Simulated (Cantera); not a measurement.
Charge: 1 mol AlN, 0.056 mol H2, at 2623 K and 75.0 Torr.

Equilibrium computed with Cantera from the NASA thermochemical tables; the gas is ideal and each condensed phase is pure. Candidate condensed phases: Al, AlN; 13 gas species. Equilibrium is a limit: real reactors are often held back by kinetics, nucleation or transport.

Task: What is the equilibrium state?

Result: 
| Quantity | Value |
|---|---|
| x(Al) | 0.633 |
| x(N2) | 0.319 |
| x(H2) | 0.0239 |
| x(H) | 0.0206 |
| x(AlH) | 0.00305 |
| x(Al2) | 0.00102 |
| x(N) | 1.55e-6 |
| gas amount | 1.568 mol |
| log10 activity of Al(l) (absent) | -0.84 |
